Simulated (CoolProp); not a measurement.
Tetrahydrofuran at 406.19 K and 0.113 MPa is throttled through a valve to 0.0312 MPa with no heat exchange. Each further row changes one setting.

Computed with CoolProp (reference Helmholtz-energy equation of state, Fiedler 2023).

```tsv
case	temperature change (K)	final density (kg/m³)
as stated	-1.2	0.672
outlet pressure 0.00936 MPa	-1.6	0.201
outlet pressure 0.0406 MPa	-1.1	0.875
```
